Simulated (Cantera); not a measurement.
Cantera run, input and output.

```python
import numpy as np
import cantera as ct

gas = ct.Solution("h2o2.yaml")
gas.TPX = 700, 16000, {'H2': 1.3, 'O2': 0.455, 'N2': 1.71}
flame = ct.FreeFlame(gas, width=0.14)
flame.set_refine_criteria(ratio=3, slope=0.08, curve=0.16)
flame.transport_model = "mixture-averaged"
flame.solve(loglevel=0, auto=True)
z, T = flame.grid, flame.T
thick = (T[-1] - T[0]) / np.gradient(T, z).max()
show = ['H2', 'O2', 'H2O', 'H2O2', 'OH', 'O']
print(f"laminar burning velocity  {flame.velocity[0] * 100:.3f} cm/s")
print(f"burnt temperature         {T[-1]:.1f} K")
print(f"thermal thickness         {thick * 1e3:.4f} mm")
print(f"grid points               {len(z)}")
z0 = z[flame.heat_release_rate.argmax()]
print(f"{'z/mm':>9s}{'T/K':>9s}{'u/(m/s)':>9s}" + "".join(f"{s:>11s}" for s in show))
rows = []
for k in (-3, -2, -1.5, -1, -0.5, -0.25, 0, 0.25, 0.5, 1, 2, 4, 8):
    zz = z0 + k * thick
    rows.append([k * thick, np.interp(zz, z, T), np.interp(zz, z, flame.velocity),
                 *(np.interp(zz, z, flame.X[gas.species_index(s)]) for s in show)])
    print(f"{rows[-1][0] * 1e3:9.3f}{rows[-1][1]:9.1f}{rows[-1][2]:9.3f}" + "".join(f"{x:11.3e}" for x in rows[-1][3:]))
```

Result:

```
laminar burning velocity  942.484 cm/s
burnt temperature         2464.7 K
thermal thickness         5.4257 mm
grid points               140
     z/mm      T/K  u/(m/s)         H2         O2        H2O       H2O2         OH          O
  -16.277    700.0    9.425  3.752e-01  1.313e-01  2.648e-12  1.716e-12  2.614e-16  2.298e-15
  -10.851    700.0    9.425  3.752e-01  1.313e-01  1.119e-11  1.725e-12  7.149e-14  6.061e-13
   -8.138    700.0    9.425  3.752e-01  1.313e-01  5.429e-10  1.914e-12  7.514e-12  6.090e-11
   -5.426    700.0    9.425  3.752e-01  1.313e-01  7.761e-08  5.358e-11  1.778e-09  1.158e-08
   -2.713    705.5    9.493  3.740e-01  1.312e-01  4.093e-04  1.461e-07  1.676e-05  1.262e-05
   -1.356    795.6   10.630  3.528e-01  1.275e-01  1.005e-02  2.185e-07  2.504e-04  3.993e-04
    0.000   1155.0   15.059  1.959e-01  7.263e-02  1.201e-01  5.882e-07  3.474e-03  7.696e-03
    1.356   1413.7   18.188  9.512e-02  1.702e-02  2.237e-01  5.829e-07  7.477e-03  1.070e-02
    2.713   1521.2   19.428  9.344e-02  1.224e-02  2.334e-01  4.806e-07  9.298e-03  1.041e-02
    5.426   1650.7   20.884  9.983e-02  1.057e-02  2.378e-01  3.201e-07  1.136e-02  9.795e-03
   10.851   1801.1   22.527  1.063e-01  8.705e-03  2.440e-01  1.769e-07  1.335e-02  8.557e-03
   21.703   1960.6   24.216  1.117e-01  6.668e-03  2.521e-01  9.223e-08  1.466e-02  6.807e-03
   43.405   2118.5   25.833  1.159e-01  4.665e-03  2.616e-01  5.052e-08  1.479e-02  4.845e-03
```

Detailed kinetics in Cantera: the H2/O2 subset of GRI-Mech 3.0, which has no nitrogen chemistry. Burning velocities carry a grid error of a few per cent, more on coarse grids.
